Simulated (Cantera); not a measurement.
A closed system holds: 1 mol Si3N4, 0.0043 mol Si, 0.15 mol N2, at 2548 K.

Equilibrium computed with Cantera from the NASA thermochemical tables; the gas is ideal and each condensed phase is pure. Candidate condensed phases: Si, Si3N4; 7 gas species. The tables' values for SiN are old estimates; treat these amounts as uncertain. Kinetics and transport are ignored.

log p: log10 of the partial pressure in bar; n: condensed amount in mol.

| P (Pa) | log p N2 | log p Si | log p Si2 | log p SiN | log p Si2N | log p Si3 | log p N | n Si(l) |
|---|---|---|---|---|---|---|---|---|
| 1 | -5.38 | -5.23 | -9.84 | -8.95 | -12.08 | -13.68 | -9.03 | 0 |
| 16 | -4.18 | -4.03 | -7.43 | -7.15 | -9.07 | -10.06 | -8.43 | 0 |
| 250 | -2.98 | -2.84 | -5.06 | -5.36 | -6.10 | -6.50 | -7.84 | 0 |
| 4000 | ? | -2.17 | -3.71 | -3.94 | ? | -4.48 | ? | ? |
| 63000 | ? | -2.17 | -3.71 | -3.30 | ? | -4.48 | ? | 2.97 |
| 1000000 | 1.00 | -2.17 | -3.71 | -2.70 | -2.76 | -4.48 | -5.84 | 3.00 |

Task: Fill in the missing entries.

Result: 
- 4000, log p N2: -1.48
- 4000, log p Si2N: -4.01
- 4000, log p N: -7.09
- 4000, n Si(l): 2.51
- 63000, log p N2: -0.21
- 63000, log p Si2N: -3.37
- 63000, log p N: -6.45
